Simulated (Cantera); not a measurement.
Mixture: CH4 : C2H6 : C3H8 : O2 : N2 = 1 : 0.082 : 1.1 : 11.5 : 77.9 (molar parts), equivalence ratio 0.68, at 5.00 bar, adiabatic and at constant volume. Ignition delay is the time to a rise of 400 K.

Computed with Cantera and GRI-Mech 3.0 (53 species, 325 reactions). GRI-Mech 3.0 was tuned for natural gas; its chemistry of propane as a main component is partial and can be far from experiment. Where the delays flatten at high temperature, the 400 K rule measures the pace of heat release, not the induction time.

Q: What does this change do: pressure from 5.00 bar to 0.980 bar?

A: 
```csv
quantity,before,after
delay at 1300 K,0.590 ms,1.34 ms
delay at 1500 K,43.7 µs,0.111 ms
delay at 1700 K,8.80 µs,28.2 µs
delay at 1900 K,3.41 µs,13.0 µs
delay at 2100 K,1.91 µs,8.12 µs
```
